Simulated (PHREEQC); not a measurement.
Consider water at 17 °C with 0.034 mol CuCl2, 0.0019 mol HCl and 0.23 mol NaCl per kg of water. Closed to the air; pH follows from the charge balance.

Model: ion-association model, phreeqc.dat, run in PHREEQC.

Each row changes one thing in this solution. Precipitation was switched off in this run.

```tsv
case	pH	ionic strength (mol/kgw)
as made	2.83	0.324
CuCl2 replaced by CuSO4 at the same molality	2.99	0.323
CuCl2 left out	2.82	0.232
HCl from 0.0019 to 0.00171 mol/kgw	2.87	0.324
diluted 10-fold with water	3.78	0.0332
NaCl left out	2.80	0.101
diluted 2-fold with water	3.12	0.164
NaCl from 0.23 to 1.15 mol/kgw	(withheld)	(withheld)
```

Some entries are withheld; supply them.


- NaCl from 0.23 to 1.15 mol/kgw, pH: 2.85
- NaCl from 0.23 to 1.15 mol/kgw, ionic strength (mol/kgw): 1.23

The ionic strength passes 0.7 mol/kgw, the rough limit of the ion-association models, in NaCl from 0.23 to 1.15 mol/kgw.
